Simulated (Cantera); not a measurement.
Gas mixture: 100 % O₂, at 0.0133 bar, frozen composition.

Cantera's kinetic-theory transport with the Lennard-Jones parameters of GRI-Mech 3.0, ideal gas; thermal conductivity in the mixture-averaged form.

D: mixture-averaged diffusion coefficient of that species in the mixture.

| T (K) | ρ (kg/m³) | cp (J/kg/K) | μ (µPa s) | λ (mW/m/K) | Pr | D (cm²/s) H₂ | D (cm²/s) OH | D (cm²/s) O |
|---|---|---|---|---|---|---|---|---|
| 400 | 0.0128 | 941.4 | 25.6 | 33.9 | 0.713 | 100 | 40.5 | ? |
| 650 | 0.00789 | 1017 | 36.0 | 51.6 | 0.709 | 226 | 92.4 | ? |
| 900 | 0.00570 | 1074 | 44.7 | 67.6 | 0.710 | 388 | 159 | ? |
| 1150 | 0.00446 | 1109 | 52.5 | 82.2 | 0.708 | 583 | 240 | ? |
| 1400 | 0.00366 | 1134 | 59.7 | 95.7 | 0.707 | 807 | 332 | ? |
| 1650 | 0.00311 | 1155 | 66.4 | 108 | 0.707 | 1060 | 436 | ? |
| 1900 | 0.00270 | 1174 | 72.7 | 121 | 0.707 | 1340 | 551 | ? |
| 2150 | 0.00239 | 1192 | 78.8 | 133 | 0.707 | 1640 | 676 | ? |
| 2400 | 0.00214 | 1209 | 84.6 | 145 | 0.707 | 1970 | 811 | ? |

Complete the blanks.


- 400, D (cm²/s) O: 41.3
- 650, D (cm²/s) O: 94.2
- 900, D (cm²/s) O: 163
- 1150, D (cm²/s) O: 244
- 1400, D (cm²/s) O: 339
- 1650, D (cm²/s) O: 445
- 1900, D (cm²/s) O: 562
- 2150, D (cm²/s) O: 690
- 2400, D (cm²/s) O: 828
